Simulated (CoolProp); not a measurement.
Acetone along the isotherm 92.55 °C: density (kg/m³) from the reference equation and from simpler models built on Tc = 235.0 °C, pc = 4.692 MPa, ω = 0.307; each cubic takes its own stable root.

Values from CoolProp's reference Helmholtz-energy equation of state, Lemmon 2006. It is a short technical equation, of lower accuracy than the large ones.

```csv
p (MPa),phase,reference
0.0223,gas,0.4288
0.0507,gas,0.9835
0.115,gas,2.278
0.262,gas,5.471
0.597,liquid,704.3
1.36,liquid,705.7
3.09,liquid,708.8
7.04,liquid,715.5
```

Q: How far does each simpler model (van der Waals, Peng-Robinson) lie from the reference over these 8 states: mean and median of the absolute difference, and the worst?

A: 
- van der Waals: mean 31.2 %, median 25.9 %, worst -98.2 % at 92.55 °C and 0.597 MPa
- Peng-Robinson: mean 6.3 %, median 7.0 %, worst -11.5 % at 92.55 °C and 0.597 MPa

At some of these states van der Waals gives the other phase, because its saturation line lies elsewhere.
